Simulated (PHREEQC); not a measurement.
## Acid rinse or clean: an equilibrium model

Dissolve 0.046 mol H2SO4 and 3.8e-05 mol MnSO4 per kg of water at 25 °C. Closed to the air; pH follows from the charge balance.

All values are PHREEQC results (ion-association model, wateq4f.dat), not measurements.

No solid was allowed to form.

Problem. What pH, ionic strength does the model give?

Solution. pH 1.30; ionic strength 0.0724 mol/kgw.

Problem. In which forms is Mn present?

Solution. Mn+2 71 %, MnSO4 29 % of the Mn.
